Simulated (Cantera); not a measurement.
Charge: 1 mol Al₂O₃, 4.8 mol BCl₃, 18 mol O₂, equilibrated at 1325 K and 5.40 Pa.

These are equilibrium values from Cantera (NASA tables, ideal gas, pure condensed phases), not measurements of a reactor. Candidate condensed phases: Al, AlCl₃, Al₂O₃, B, B₂O₃; 30 gas species. Mutual solubility and eutectic melting of coexisting phases are not modelled. The tables' values for BOCl are old estimates; treat these amounts as uncertain. Condensed phases not in the tables: borates and borosilicate glass, alloys, solid solutions and most ternary compounds. The numbers say what is thermodynamically allowed, not how fast it happens.

Base state: O₂ 0.518, Cl 0.431, Cl₂ 0.0421, B₂O₃ 0.00679, BOCl 0.00170, BO₂ 0.000455, ClO 7.20e-5, O 2.70e-5 (mole fractions); condensed: Al₂O₃(s) + B₂O₃(l).

Problem. What changes in the equilibrium state with this change: temperature from 1325 K to 1575 K?

Solution. 
```tsv
species	before	after
O₂	0.518	0.459
Cl	0.431	0.454
B₂O₃	0.00679	0.0698
Cl₂	0.0421	0.00125
BO₂	0.000455	0.0100
O	2.70e-5	0.000987
BOCl	0.00170	0.00420
ClO	7.20e-5	5.08e-5
Al₂O₃(s), mol	1.000	1.000
B₂O₃(l), mol	2.18	0
```
